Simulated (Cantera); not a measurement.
**Thermal oxidation and active oxidation of silicon: Si + N₂O + N₂ + CO₂**

Charge: 1 mol Si, 0.071 mol N₂O, 29 mol N₂, 0.031 mol CO₂, equilibrated at 677 °C and 0.248 Torr.

Cantera equilibrium calculation (NASA polynomials, part measured and part estimated; ideal gas, pure solids and liquids). Candidate condensed phases: C, Si, SiC, SiO₂, Si₂N₂O, Si₃N₄; 34 gas species. The numbers say what is thermodynamically allowed, not how fast it happens.

```json
{
 "x(N₂)": "1.00",
 "n(C(graphite))": "0.0310 mol",
 "n(Si₂N₂O(s))": "0.133 mol",
 "n(Si₃N₄(s))": "0.245 mol",
 "gas_amount": "28.45 mol",
 "log10 activity of Si(s) (absent)": "-5.55"
}
```
